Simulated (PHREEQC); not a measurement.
Nickel, zinc or cadmium bath

Consider water at 25 °C with 0.007 mol/kgw CdSO4, 0.0058 mol/kgw Na2SO4 and 0.00036 mol/kgw HCl. It is in equilibrium with CO2 at log p = -3.4 (atm). Otherwise closed; pH follows from the charge balance.

All values are PHREEQC results (ion-association model, phreeqc.dat), not measurements.

Precipitation was switched off in this run.

Problem. Estimate the pH.

Solution. pH 3.67.

Problem. In which forms is Cd present?

Solution. Cd+2 56 %, CdSO4 39 %, Cd(SO4)2-2 4.0 %, CdCl+ 0.8 % of the Cd.
